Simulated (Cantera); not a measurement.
Charge: 1 mol B2H6, 0.99 mol NH3, 54 mol N2, at 1823.15 K and 100000 Pa.

Equilibrium computed with Cantera from the NASA thermochemical tables; the gas is ideal and each condensed phase is pure. Candidate condensed phases: B, BN; 15 gas species. The feed counts by its element totals alone. The numbers say what is thermodynamically allowed, not how fast it happens.

Base state: N2 0.923, H2 0.0773, H 0.000121 (mole fractions); condensed: BN(s).

Q: What changes in the equilibrium state with this change: B2H6 replaced by B2O3?

A: 
```tsv
species	before	after
N2	0.923	0.966
H2	0.0773	0.0239
B2O3	0	0.00471
HBO2	0	0.00314
HBO	0	0.00132
B2O2	0	0.000265
H2O	0	0.000162
BO	0	6.42e-5
BN(s), mol	2.00	0.0293
B2O3(l), mol	0	0.577
```
Mutual solubility and eutectic melting of coexisting phases are not modelled. Further candidate phases: B2O3, B3O3H3, H2O.
